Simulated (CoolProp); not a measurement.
Properties of 1-butene at several states (Tc = 419.3 K, pc = 4.006 MPa, ω = 0.192).

Computed with CoolProp (reference Helmholtz-energy equation of state, Lemmon 2005). It is a short technical equation, of lower accuracy than the large ones.

```csv
T (K),p (MPa),phase,density (kg/m³),Joule-Thomson coefficient (K/MPa),isothermal compressibility (1/MPa),fugacity coefficient
510,0.989,gas,13.71,5.229,1.060,0.9556
388.9,0.418,gas,7.618,11.67,2.518,0.9541
259.8,0.0171,gas,0.4476,46.52,58.93,0.9925
271.6,0.464,liquid,620.6,-0.3629,0.002228,0.2534
480.9,0.0248,gas,0.3485,5.869,40.38,0.9986
```
